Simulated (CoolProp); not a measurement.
R22 along the isotherm 226.85 °C: density (kg/m³) from the reference equation and from simpler models built on Tc = 96.1 °C, pc = 4990 kPa, ω = 0.221; each cubic takes its own stable root.

Computed with CoolProp (reference Helmholtz-energy equation of state, Kamei 1995).

| p (kPa) | phase | reference |
|---|---|---|
| 1040 | gas | 22.16 |
| 2080 | gas | 45.46 |
| 3120 | gas | 70.00 |
| 4160 | gas | 95.88 |
| 5200 | supercritical | 123.2 |
| 6240 | supercritical | 152.0 |
| 7280 | supercritical | 182.2 |
| 8320 | supercritical | 213.9 |
| 9360 | supercritical | 246.8 |
| 10400 | supercritical | 280.8 |
| 11400 | supercritical | 314.0 |
| 12500 | supercritical | 350.8 |

**Question.** How far does each simpler model (van der Waals, Peng-Robinson) lie from the reference over these 12 states: mean and median of the absolute difference, and the worst?

**Answer.** 
- van der Waals: mean 6.3 %, median 6.1 %, worst +11.8 % at 226.85 °C and 11400 kPa
- Peng-Robinson: mean 0.9 %, median 1.0 %, worst -1.6 % at 226.85 °C and 12500 kPa
